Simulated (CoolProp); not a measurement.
R245fa at several states: Z from the reference equation and from simpler models built on Tc = 427.0 K, pc = 3.651 MPa, ω = 0.378; each cubic takes its own stable root.

The numbers come from the reference Helmholtz-energy equation of state, Akasaka 2015 in CoolProp.

```tsv
T (K)	p (MPa)	phase	reference	van der Waals	Redlich-Kwong	Soave-Redlich-Kwong
192.4	0.0967	liquid	0.005078	0.008731	0.005866	0.005703
335.8	0.226	gas	0.9471	0.9666	0.9571	0.9513
193.5	0.413	liquid	0.02159	0.03709	0.02494	0.02424
302.1	2.38	liquid	0.09515	0.1593	0.1107	0.1047
341.1	0.241	gas	0.9468	0.9656	0.9562	0.9505
388.2	0.142	gas	0.9814	0.9853	0.9824	0.9813
```
